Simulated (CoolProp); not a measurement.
Vapour-liquid equilibrium of hydrogen sulfide (1) + n-pentane (2) at 60.1 kPa; x and y are mole fractions of (1).

Values from CoolProp's multi-fluid Helmholtz-energy mixture model, Lemmon 2006 and Thol 2019; pair parameters Kunz 2012.

**Question.** Give the bubble temperature and the first vapour's composition at x = 0.2, 0.425, 0.5. Is there an azeotrope?

**Answer.** x = 0.2: -54.0 °C, y = 0.986; x = 0.425: -66.2 °C, y = 0.996; x = 0.5: -66.9 °C, y = 0.996. No azeotrope shows between x = 0.05 and 0.95.

Pair parameters are fitted to limited data, so mixtures are less certain than the pure fluids. With so large a gap from Raoult's law the liquid may split in two, which this calculation doesn't test in full.
